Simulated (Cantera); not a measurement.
Cantera run:

```python
import numpy as np
import cantera as ct

gas_names = """
    C CH CH2 CH3 CH2OH CH3O CH4 CH3OH CO CO2 COOH C2 C2H CHCO,ketyl C2H2,acetylene C2H2,vinylidene
    CH2CO,ketene C2H3,vinyl CH3CO,acetyl C2H4 C2H4O,ethylen CH3CHO,ethanal CH3COOH (HCOOH)2 C2H5 C2H6
    CH3OCH3 C2H5OH C2O C3 C3H3,propargyl C3H4,allene C3H4,propyne C3H4,cyclo- C3H5,allyl C3H6,propylene
    C3H6,cyclo- C3H6O C3H7,n-propyl C3H7,i-propyl C3H8 C3H8O,1propanol C3H8O,2propanol C3O2 C4 C4H2
    C4H4,1,3-cyclo- C4H6,butadiene C4H6,2-butyne C4H6,cyclo- C4H8,1-butene C4H8,cis2-buten
    C4H8,tr2-butene C4H8,isobutene C4H8,cyclo- (CH3COOH)2 C4H9,n-butyl C4H9,i-butyl C4H9,s-butyl
    C4H9,t-butyl C4H10,isobutane C4H10,n-butane C5 C5H6,1,3cyclo- C5H8,cyclo- C5H10,1-pentene
    C5H10,cyclo- C5H11,pentyl C5H11,t-pentyl C5H12,n-pentane C5H12,i-pentane CH3C(CH3)2CH3 C6H2
    C6H5,phenyl C6H5O,phenoxy C6H6 C6H5OH,phenol C6H10,cyclo- C6H12,1-hexene C6H12,cyclo- C6H13,n-hexyl
    C7H7,benzyl C7H8 C7H8O,cresol C7H14,1-heptene C7H15,n-heptyl C7H16,n-heptane C8H8,styrene
    C8H10,ethylbenz C8H16,1-octene C8H17,n-octyl C8H18,isooctane C8H18,n-octane C9H19,n-nonyl
    C10H8,naphthale C10H21,n-decyl C12H9,o-bipheny C12H10,bipheny H HCO HO2 H2 HCHO,formaldehy HCOOH H2O
    H2O2 O OH O2 O3
""".split()
cond_names = """
    C(gr) C6H6(L) C7H8(L) C8H18(L),n-octa H2O(s) H2O(L)
""".split()


def load(file, names, dense=False):
    # The tables refer to 1 bar. Condensed volumes are neglected.
    table = {s.name: s for s in ct.Species.list_from_file(file)}
    out = []
    for n in names:
        d = dict(table[n].input_data)
        d["thermo"] = dict(d["thermo"], **{"reference-pressure": 1e5})
        if dense:
            d["equation-of-state"] = {"model": "constant-volume", "density": "1e6 g/cm^3"}
        out.append(ct.Species.from_dict(d))
    return out


gas = ct.Solution(thermo="ideal-gas", species=load("nasa_gas.yaml", gas_names))
cond = {s.name: ct.Solution(thermo="fixed-stoichiometry", species=[s], name=s.name)
        for s in load("nasa_condensed.yaml", cond_names, dense=True)}
atoms = {
    'C2H5OH': {'C': 2, 'H': 6, 'O': 1},
    'CO2': {'C': 1, 'O': 2},
    'H2': {'H': 2},
}
top_T = {'C(gr)': 4500}  # K; cautious upper limits of use, not melting points


def equilibrate(T, P, feed):
    n = {}
    for name, mol in feed.items():
        for a, k in atoms[name].items():
            n[a] = n.get(a, 0.0) + k * mol
    gas.TPX = T, P, n
    mass = sum(n.values()) * gas.mean_molecular_weight
    gas.equilibrate("TP")
    valid = [c for c in cond.values() if c.min_temp <= T <= top_T.get(c.name, c.max_temp)]
    mix = ct.Mixture([(gas, mass / gas.mean_molecular_weight)] + [(c, 0.0) for c in valid])
    mix.T, mix.P = T, P
    mix.equilibrate("TP", solver="vcs", rtol=1e-11, max_steps=5000)
    return mix


results = []
feed = {'C2H5OH': 1, 'CO2': 0.72, 'H2': 98}  # mol
P = 82000  # Pa
for T in [1525, 1725, 1925, 2125, 2325, 2525, 2725, 2925]:
    mix = equilibrate(T, P, feed)
    results.append((T, P, feed, dict(zip(mix.species_names, mix.species_moles))))

top = {s: max(r[3][s] / sum(r[3][g] for g in gas_names) for r in results) for s in gas_names}
cols = sorted((s for s in top if top[s] > 0.001), key=lambda s: -top[s])[:8]
seen = [c for c in cond_names if any(r[3].get(c, 0) > 1e-12 for r in results)]
print("log10 of partial pressures in bar; condensed amounts in mol")
print(f"{'T/K':>10s}" + "".join(f"{s[:9]:>10s}" for s in cols + seen))
for T, P, feed, n in results:
    ng = sum(n[g] for g in gas_names)
    print(f"{T:10.4g}" + "".join(f"{np.log10(max(n[s] / ng * P / 1e5, 1e-99)):10.3f}" for s in cols)
          + "".join(f"{n.get(c, 0):10.4g}" for c in seen))
```

Output:

```
log10 of partial pressures in bar; condensed amounts in mol
       T/K        H2         H        CO       CH4 C2H2,acet     C(gr)
      1525    -0.097    -4.675    -1.713    -2.837    -5.015   0.09641
      1725    -0.097    -3.780    -1.713    -3.195    -4.133    0.1808
      1925    -0.097    -3.068    -1.714    -3.477    -3.437    0.1442
      2125    -0.099    -2.489    -1.714    -3.765    -2.995         0
      2325    -0.102    -2.010    -1.716    -4.176    -2.975         0
      2525    -0.111    -1.608    -1.720    -4.533    -2.973         0
      2725    -0.127    -1.268    -1.728    -4.854    -2.981         0
      2925    -0.157    -0.983    -1.742    -5.158    -3.003         0
```

Equilibrium computed with Cantera from the NASA thermochemical tables; the gas is ideal and each condensed phase is pure.
